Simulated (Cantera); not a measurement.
A Cantera script and its output.

```python
import numpy as np
import cantera as ct

gas = ct.Solution("gri30.yaml", transport_model="multicomponent")
show = ['H2', 'CO2', 'OH']

rows = []
print(f"{'T/K':>7s}{'rho':>11s}{'cp':>10s}{'mu':>11s}{'lambda':>11s}{'Pr':>7s}" + "".join(f"{'D_' + s:>11s}" for s in show))
for T in [400, 550, 700, 850, 1000, 1150, 1300, 1450, 1600]:
    gas.TPX = T, 470, {'CO2': 0.83, 'CH4': 0.27}
    Pr = gas.cp_mass * gas.viscosity / gas.thermal_conductivity
    D = [gas.mix_diff_coeffs_mole[gas.species_index(s)] for s in show]
    rows.append([gas.density, gas.cp_mass, gas.viscosity, gas.thermal_conductivity, Pr, *D])
    print(f"{T:7g}{gas.density:11.4e}{gas.cp_mass:10.1f}{gas.viscosity:11.4e}"
          f"{gas.thermal_conductivity:11.4e}{Pr:7.3f}" + "".join(f"{d:11.4e}" for d in D))
print("SI units: kg/m3, J/kg/K, Pa s, W/m/K, m2/s")
```

Output:

```
    T/K        rho        cp         mu     lambda     Pr       D_H2      D_CO2       D_OH
    400 5.2493e-03    1106.3 1.9064e-05 3.0222e-02  0.698 2.4139e-02 6.3256e-03 9.5296e-03
    550 3.8177e-03    1263.5 2.4920e-05 4.5167e-02  0.697 4.1532e-02 1.1214e-02 1.6613e-02
    700 2.9996e-03    1394.9 3.0085e-05 6.0450e-02  0.694 6.2340e-02 1.7114e-02 2.5111e-02
    850 2.4702e-03    1500.3 3.4758e-05 7.5429e-02  0.691 8.6275e-02 2.3926e-02 3.4895e-02
   1000 2.0997e-03    1589.9 3.9061e-05 9.0220e-02  0.688 1.1313e-01 3.1579e-02 4.5874e-02
   1150 1.8258e-03    1660.8 4.3077e-05 1.0433e-01  0.686 1.4273e-01 4.0021e-02 5.7979e-02
   1300 1.6152e-03    1719.9 4.6862e-05 1.1795e-01  0.683 1.7497e-01 4.9210e-02 7.1156e-02
   1450 1.4481e-03    1769.2 5.0459e-05 1.3103e-01  0.681 2.0972e-01 5.9114e-02 8.5359e-02
   1600 1.3123e-03    1810.2 5.3899e-05 1.4358e-01  0.680 2.4690e-01 6.9704e-02 1.0055e-01
SI units: kg/m3, J/kg/K, Pa s, W/m/K, m2/s
```

Computed with Cantera and GRI-Mech 3.0 (53 species, 325 reactions). The composition is frozen, though it would react at the higher temperatures.
